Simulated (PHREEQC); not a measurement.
Dissolve 0.0098 mol NH3 per kg of water at 25 °C. It is in equilibrium with CO2 at log p = -2 (atm). Otherwise closed; pH follows from the charge balance.

All values are PHREEQC results (ion-association model, phreeqc.dat), not measurements.

```csv
quantity,before,after
pH,7.75,4.98
ionic strength (mol/kgw),0.00956,0.0272
HCO3- (mol/kgw),0.00946,1.67e-5
CO2 (mol/kgw),0.000340,0.000338
NH3 (mol/kgw),0.000276,8.41e-7
CO3-2 (mol/kgw),3.37e-5,1.17e-10
```

### Question
Which change was made?
(A) diluted 2-fold with water
(B) NH3 replaced by (NH4)2SO4 at the same molality
(C) NH3 from 0.0098 to 0.0108 mol/kgw
(D) 0.001 mol/kgw MnCl2 added
(E) NH3 replaced by NH4Br at the same molality

### Answer
B, NH3 replaced by (NH4)2SO4 at the same molality

This is a speciation only: nothing precipitates in the calculation.
